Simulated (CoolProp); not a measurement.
Saturation properties of R142b (Tc = 137.1 °C, pc = 4.055 MPa, ω = 0.232).

Values from CoolProp's reference Helmholtz-energy equation of state, Lemmon 2006. It is a short technical equation, of lower accuracy than the large ones.

```csv
T (°C),p (MPa),liquid density (kg/m³),liquid cp (kJ/(kg K)),surface tension (mN/m),liquid viscosity (µPa s)
-4.75,0.1206,1183,1.242,15.3,321
-1.95,0.1343,1176,1.248,14.9,311
0.85,0.1493,1170,1.254,14.5,301
3.65,0.1655,1163,1.260,14.2,292
6.35,0.1823,1157,1.266,13.8,283
9.15,0.2012,1150,1.273,13.5,274
11.95,0.2215,1143,1.280,13.1,266
14.75,0.2434,1137,1.287,12.7,257
17.55,0.2669,1130,1.294,12.4,250
20.25,0.2911,1123,1.301,12.0,242
23.05,0.3180,1116,1.308,11.7,235
25.85,0.3467,1109,1.316,11.3,228
28.65,0.3773,1102,1.324,11.0,221
31.35,0.4087,1095,1.332,10.6,215
```

It boils at -9.1 °C under 1 atm.

Viscosity comes from a separate model (Huber 2003), an estimate that may be off by 10 % or more. Surface tension comes from a separate correlation (Mulero 2012).
